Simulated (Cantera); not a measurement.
Standard-state values (1 bar) from the NASA 1993 polynomials, evaluated with Cantera. Values are per mole of reaction as written; species without (g) are pure solids or liquids, kept so even where they would boil at 1 bar.

**Question.** Between 300 and 2623 K, where is each reaction favourable under standard conditions?
- 2 NF₃(g) + 3 Cu ⇌ 2 N(g) + 3 CuF₂(g)
- 3 CuF₂(g) + N₂(g) ⇌ 3 Cu + 2 NF₃(g)
- 3 Cu + 2 NF₃(g) ⇌ 3 CuF₂ + 2 N(g)

**Answer.** 
- 2 NF₃(g) + 3 Cu ⇌ 2 N(g) + 3 CuF₂(g): ΔG° is 262 kJ at 300 K and -755 kJ at 2623 K; it changes sign between 300 and 2473 K. ΔH° is 275 kJ and ΔS° 393 J/K at 2623 K.
- 3 CuF₂(g) + N₂(g) ⇌ 3 Cu + 2 NF₃(g): ΔG° is 649 kJ at 300 K and 1364 kJ at 2623 K; it stays positive (K < 1). ΔH° is 688 kJ and ΔS° -258 J/K at 2623 K.
- 3 Cu + 2 NF₃(g) ⇌ 3 CuF₂ + 2 N(g): ΔG° is -383 kJ at 300 K and -603 kJ at 2623 K; it stays negative (K > 1). ΔH° is -117 kJ and ΔS° 185 J/K at 2623 K.
